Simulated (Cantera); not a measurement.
A closed system holds: 1 mol SO₂, 0.3 mol O₂, 0.84 mol H₂, at 1775 K and 54.0 Torr.

Cantera equilibrium calculation (NASA polynomials, part measured and part estimated; ideal gas, pure solids and liquids). Candidate condensed phases: H₂O, H₂SO₄, S; 19 gas species. Rates play no part.

Base state: SO₂ 0.500, H₂O 0.418, H₂ 0.0441, SO 0.0185, S₂ 0.0149, H₂S 0.00170, SH 0.00104, S₂O 0.000743 (mole fractions); condensed: gas only.

Problem. What changes in the equilibrium state with this change: temperature from 1775 K to 2375 K?

Solution. 
```tsv
species	before	after
SO₂	0.500	0.463
H₂O	0.418	0.370
SO	0.0185	0.0655
OH	0.000134	0.0138
H	0.000226	0.0132
S₂	0.0149	0.000694
H₂	0.0441	0.0634
O	5.37e-7	0.00193
O₂	2.26e-6	0.00468
H₂S	0.00170	0.000112
```

Problem. What changes in the equilibrium state with this change: temperature from 1775 K to 825 K?

Solution. 
```json
[
 {"species": "SO₂", "before": "0.500", "after": "0.503"},
 {"species": "H₂O", "before": "0.418", "after": "0.459"},
 {"species": "S₂", "before": "0.0149", "after": "0.0221"},
 {"species": "H₂", "before": "0.0441", "after": "0.000267"},
 {"species": "SO", "before": "0.0185", "after": "1.56e-6"},
 {"species": "H₂S", "before": "0.00170", "after": "0.0142"},
 {"species": "S", "before": "0.000276", "after": "<1e-9"},
 {"species": "H", "before": "0.000226", "after": "<1e-9"}
]
```
Gases not in the tables: S₃ to S₇.

Problem. What changes in the equilibrium state with this change: SO₂ replaced by PH₃?

Solution. 
| species | before | after |
|---|---|---|
| H₂ | 0.0441 | 0.669 |
| P₂ | 0 | 0.141 |
| H₂O | 0.418 | 0.130 |
| SO₂ | 0.500 | 0 |
| PO | 0 | 0.0441 |
| SO | 0.0185 | 0 |
| PO₂ | 0 | 0.0156 |
| S₂ | 0.0149 | 0 |
| H₂S | 0.00170 | 0 |
| SH | 0.00104 | 0 |
| S₂O | 0.000743 | 0 |
Gases not in the tables: HPO₂, HPO₃ and P₄O₆. Further candidate phases: P, P₄O₁₀.
